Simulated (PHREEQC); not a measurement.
Solution (25 °C): 40 mmol/kgw HF, 0.31 mmol/kgw NaF and 28 mmol/kgw (NH4)2SiF6. Closed to the air; pH follows from the charge balance.

Computed with PHREEQC (ion-association model, phreeqc.dat).

This is a speciation only: nothing precipitates in the calculation.

### Question
Order these F species by the share of F that they hold, largest first: SiF6-2, HF2-, F-, HF.

### Answer
SiF6-2 (81 %), HF (16 %), F- (2.8 %), HF2- (0.70 %)

The pH is 2.29 and the ionic strength 0.0905 mol/kgw. Species that the database lacks are ignored. SiF6-2 is the database's only silicon fluoride.
